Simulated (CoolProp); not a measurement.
The numbers come from the reference Helmholtz-energy equation of state, Lemmon 2006 in CoolProp. It is a short technical equation, of lower accuracy than the large ones.

Q: For n-nonane, give the phase and the cv (kJ/(kg K)), Joule-Thomson coefficient (K/MPa), isothermal compressibility (1/MPa), conductivity (mW/(m K)) at 465.6 K and 2570 kPa; 506.2 K and 2570 kPa.

A: 
- 465.6 K and 2570 kPa: liquid; cv 2.43, Joule-Thomson coefficient -0.121, isothermal compressibility 0.00500, conductivity 92.2
- 506.2 K and 2570 kPa: liquid; cv 2.58, Joule-Thomson coefficient 0.0669, isothermal compressibility 0.00874, conductivity 85.4

Thermal conductivity comes from a separate model (Huber 2005).
